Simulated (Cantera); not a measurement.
A perfectly stirred reactor is fed with 41.7 % C2H6, 58.3 % N2, at 0.825 Torr; it is held at 1798 K, and followed from long to short residence time.

Computed with Cantera and GRI-Mech 3.0 (53 species, 325 reactions). GRI-Mech 3.0 stops at C3 and has no aromatics, soot or wall deposition, so with more carbon than oxygen in the feed, carbon stays in small species such as C2H2 where larger ones or solid carbon would form. Radical loss at walls, strong at low pressure, is not modelled.

Task: Predict: x(C2H6) at τ = 0.400 s; x(C2H4) at τ = 0.400 s; x(CH3) at τ = 0.400 s; x(C2H) at τ = 0.400 s; x(C2H2) at τ = 0.400 s; x(C2H6) at τ = 13.0 ms; x(C2H4) at τ = 13.0 ms; x(CH3) at τ = 13.0 ms; x(C2H) at τ = 13.0 ms; x(C2H2) at τ = 13.0 ms.

Result: 
| Item | Value |
|---|---|
| x(C2H6) at τ = 0.400 s | 0.000726 |
| x(C2H4) at τ = 0.400 s | 0.00419 |
| x(CH3) at τ = 0.400 s | 0.0103 |
| x(C2H) at τ = 0.400 s | 1.60e-5 |
| x(C2H2) at τ = 0.400 s | 0.204 |
| x(C2H6) at τ = 13.0 ms | 0.0207 |
| x(C2H4) at τ = 13.0 ms | 0.0526 |
| x(CH3) at τ = 13.0 ms | 0.0544 |
| x(C2H) at τ = 13.0 ms | 1.75e-5 |
| x(C2H2) at τ = 13.0 ms | 0.117 |
